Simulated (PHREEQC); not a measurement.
Na2HPO4 is added in steps, without added water, to 1 kg of water holding 0.014 mol/kgw KH2PO4 and 0.0019 mol/kgw H2SO4, at 92 °C. O2 is buffered at 0.21 atm. No CO2 enters from the air. The run lets Mirabilite precipitate or redissolve, and no other solid.

Base run: PHREEQC, ion-association model, wateq4f.dat. Each further column changes one thing. The table gives HSO4- (mol/kgw).

```
Na2HPO4 added (mol)      base  database phreeqc.dat  Debye-Hückel limiting law  metal-ligand complexes left out  Davies equation for every ion
-------------------  --------  --------------------  -------------------------  -------------------------------  -----------------------------
0                    0.000412              0.000413                   0.000391                         0.000451                       0.000407
0.001575             0.000230              0.000230                   0.000215                         0.000255                       0.000227
0.00315               6.53e-5               6.54e-5                    6.07e-5                          7.37e-5                        6.44e-5
0.004725              1.51e-6               1.52e-6                    1.53e-6                          1.72e-6                        1.51e-6
0.0063                5.69e-7               5.71e-7                    5.78e-7                          6.46e-7                        5.67e-7
0.007875              3.50e-7               3.50e-7                    3.56e-7                          3.97e-7                        3.48e-7
0.00945               2.52e-7               2.53e-7                    2.57e-7                          2.87e-7                        2.51e-7
0.01155               1.84e-7               1.84e-7                    1.88e-7                          2.09e-7                        1.83e-7
0.01312               1.52e-7               1.53e-7                    1.57e-7                          1.74e-7                        1.52e-7
0.0147                1.30e-7               1.30e-7                    1.34e-7                          1.49e-7                        1.30e-7
0.01628               1.14e-7               1.14e-7                    1.17e-7                          1.30e-7                        1.13e-7
0.01785               1.01e-7               1.01e-7                    1.04e-7                          1.16e-7                        1.00e-7
0.01943               9.05e-8               9.05e-8                    9.38e-8                          1.04e-7                        8.99e-8
0.021                 8.21e-8               8.21e-8                    8.53e-8                          9.44e-8                        8.15e-8
```

H3PO4, which wateq4f.dat lacks, is added to it with the constant of phreeqc.dat. Constants without temperature data keep their 25 °C values here. phreeqc.dat and wateq4f.dat share most of their constants, so their agreement is no independent check.
